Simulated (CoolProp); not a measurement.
A single-stage vapour-compression cycle with R227EA: evaporating at 311.15 K (dew point), condensing at 358.15 K (bubble point), superheat 8 K, subcooling 0 K, compressor efficiency 0.8, no pressure losses. Each further row changes one setting.

Model: reference Helmholtz-energy equation of state, Lemmon 2016, in CoolProp.

```json
[
 {"case": "as stated", "cooling COP": "2.80", "pressure ratio": "3.11", "discharge temperature (K)": "360.3", "refrigerating effect (kJ/kg)": "47.6", "volumetric capacity (kJ/m³)": "2410"},
 {"case": "evaporating temperature 316.15 K", "cooling COP": "3.40", "pressure ratio": "2.71", "discharge temperature (K)": "361.0", "refrigerating effect (kJ/kg)": "50.7", "volumetric capacity (kJ/m³)": "2960"},
 {"case": "condensing temperature 353.15 K", "cooling COP": "3.55", "pressure ratio": "2.80", "discharge temperature (K)": "355.3", "refrigerating effect (kJ/kg)": "55.3", "volumetric capacity (kJ/m³)": "2800"},
 {"case": "subcooling 5 K", "cooling COP": "3.28", "pressure ratio": "3.11", "discharge temperature (K)": "360.3", "refrigerating effect (kJ/kg)": "55.7", "volumetric capacity (kJ/m³)": "2830"},
 {"case": "superheat 18 K", "cooling COP": "3.11", "pressure ratio": "3.11", "discharge temperature (K)": "368.0", "refrigerating effect (kJ/kg)": "57.0", "volumetric capacity (kJ/m³)": "2730"},
 {"case": "compressor efficiency 0.7", "cooling COP": "2.45", "pressure ratio": "3.11", "discharge temperature (K)": "361.9", "refrigerating effect (kJ/kg)": "47.6", "volumetric capacity (kJ/m³)": "2410"}
]
```
